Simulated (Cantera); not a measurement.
A perfectly stirred reactor is fed with H2 : O2 : N2 = 0.097 : 1 : 3.9 (molar parts), equivalence ratio 0.049, at 10.00 Torr; it is held at 1048 K, and followed from long to short residence time.

Cantera simulation using the H2/O2 subset of GRI-Mech 3.0, which has no nitrogen chemistry; the numbers are that mechanism's predictions, not measurements. Radical loss at walls, strong at low pressure, is not modelled.

### Question
What does this change do: temperature 1048 to 1125 K?

### Answer
| quantity | before | after |
|---|---|---|
| x(H2) at τ = 12.0 s | 5.72e-5 | 4.35e-5 |
| x(O2) at τ = 12.0 s | 0.192 | 0.192 |
| x(OH) at τ = 12.0 s | 0.000126 | 0.000193 |
| x(HO2) at τ = 12.0 s | 4.72e-7 | 3.59e-7 |
| x(H2O) at τ = 12.0 s | 0.0195 | 0.0194 |
| x(H2) at τ = 0.220 s | 0.000598 | 0.000458 |
| x(O2) at τ = 0.220 s | 0.191 | 0.190 |
| x(OH) at τ = 0.220 s | 0.000495 | 0.000680 |
| x(HO2) at τ = 0.220 s | 1.11e-6 | 8.60e-7 |
| x(H2O) at τ = 0.220 s | 0.0181 | 0.0180 |

### Question
What does this change do: 0.31 parts H2O added?

### Answer
| quantity | before | after |
|---|---|---|
| x(H2) at τ = 12.0 s | 5.72e-5 | 6.71e-5 |
| x(O2) at τ = 12.0 s | 0.192 | 0.181 |
| x(OH) at τ = 12.0 s | 0.000126 | 0.000164 |
| x(HO2) at τ = 12.0 s | 4.72e-7 | 6.38e-7 |
| x(H2O) at τ = 12.0 s | 0.0195 | 0.0772 |
| x(H2) at τ = 0.220 s | 0.000598 | 0.000796 |
| x(O2) at τ = 0.220 s | 0.191 | 0.180 |
| x(OH) at τ = 0.220 s | 0.000495 | 0.000602 |
| x(HO2) at τ = 0.220 s | 1.11e-6 | 1.69e-6 |
| x(H2O) at τ = 0.220 s | 0.0181 | 0.0757 |

### Question
What does this change do: O2 1 to 0.12 parts?

### Answer
| quantity | before | after |
|---|---|---|
| x(H2) at τ = 12.0 s | 5.72e-5 | 0.000255 |
| x(O2) at τ = 12.0 s | 0.192 | 0.0176 |
| x(OH) at τ = 12.0 s | 0.000126 | 0.000136 |
| x(HO2) at τ = 12.0 s | 4.72e-7 | 1.40e-7 |
| x(H2O) at τ = 12.0 s | 0.0195 | 0.0233 |
| x(H2) at τ = 0.220 s | 0.000598 | 0.00189 |
| x(O2) at τ = 0.220 s | 0.191 | 0.0190 |
| x(OH) at τ = 0.220 s | 0.000495 | 0.000372 |
| x(HO2) at τ = 0.220 s | 1.11e-6 | 1.67e-7 |
| x(H2O) at τ = 0.220 s | 0.0181 | 0.0181 |
